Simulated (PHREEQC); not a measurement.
Consider water at 25 °C with 1.1 mmol/kgw CuSO4, 0.36 mmol/kgw CuCl2, 2.1 mmol/kgw HCl and 1.3 mmol/kgw NaCl. Closed to the air; pH follows from the charge balance.

Computed with PHREEQC (ion-association model, phreeqc.dat).

| Quantity | Result |
|---|---|
| pH | 2.74 |
| ionic strength | 0.00816 mol/kgw |
| specific conductance | 1260 µS/cm |
| total alkalinity | -2.10 meq/kg |

```json
[
 {"species": "Cl-", "molality": "0.00411", "activity": "0.00374", "log γ": "-0.041"},
 {"species": "H+", "molality": "0.00198", "activity": "0.00182", "log γ": "-0.036"},
 {"species": "Cu+2", "molality": "0.00134", "activity": "0.000932", "log γ": "-0.156"},
 {"species": "Na+", "molality": "0.00130", "activity": "0.00118", "log γ": "-0.040"},
 {"species": "SO4-2", "molality": "0.000866", "activity": "0.000598", "log γ": "-0.161"},
 {"species": "HSO4-", "molality": "0.000117", "activity": "0.000106", "log γ": "-0.041"},
 {"species": "CuSO4", "molality": "0.000114", "activity": "0.000114", "log γ": "0.001"},
 {"species": "CuCl+", "molality": "1.03e-5", "activity": "9.37e-6", "log γ": "-0.041"},
 {"species": "NaSO4-", "molality": "3.88e-6", "activity": "3.54e-6", "log γ": "-0.040"},
 {"species": "CuCl2", "molality": "1.88e-8", "activity": "1.88e-8", "log γ": "0.001"},
 {"species": "CuOH+", "molality": "5.62e-9", "activity": "5.11e-9", "log γ": "-0.041"}
]
```

No solid was allowed to form.
